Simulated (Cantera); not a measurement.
A closed system holds: 1 mol SiH2Cl2, a varied amount of N2, at 1600 K and 1 atm.

Equilibrium computed with Cantera from the NASA thermochemical tables; the gas is ideal and each condensed phase is pure. Candidate condensed phases: NH4Cl, Si, Si3N4; 28 gas species. The tables' values for SiCl3 are old estimates; treat these amounts as uncertain. Rates play no part.

At 110 mol N2, list the 4 most abundant gas species with their mole fractions, and the condensed phases.

N2 0.983, HCl 0.0131, H2 0.00242, SiCl2 0.00109. Condensed: Si3N4(s).
